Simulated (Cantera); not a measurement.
A perfectly stirred reactor is fed with H₂ : O₂ : N₂ = 1 : 0.417 : 1.57 (molar parts), at 0.790 bar; it is adiabatic with a 375 K inlet, and is followed from long to short residence time, starting on the burning branch (τ in s: 0.43, 0.11, 0.027, 0.0068, 0.0017, 0.00043, 0.00011, 2.7e-05, 6.8e-06).

Detailed kinetics in Cantera: the H2/O2 subset of GRI-Mech 3.0, which has no nitrogen chemistry.

What does this change do: H2 1 to 1.4 parts?


```tsv
quantity	before	after
blow-out, bracketed by the residence times tried	burning at 27.0 µs, out at 6.80 µs	burning at 27.0 µs, out at 6.80 µs
x(H₂) at τ = 0.430 s	0.0652	0.189
x(O₂) at τ = 0.430 s	0.000466	1.36e-5
x(HO₂) at τ = 0.430 s	1.96e-7	6.97e-9
x(H₂O₂) at τ = 0.430 s	3.56e-8	3.15e-9
x(OH) at τ = 0.430 s	0.00448	0.000842
x(H₂) at τ = 1.70 ms	0.0704	0.176
x(O₂) at τ = 1.70 ms	0.00465	0.000649
x(HO₂) at τ = 1.70 ms	2.00e-6	3.99e-7
x(H₂O₂) at τ = 1.70 ms	1.68e-7	9.08e-8
x(OH) at τ = 1.70 ms	0.0118	0.00489
```
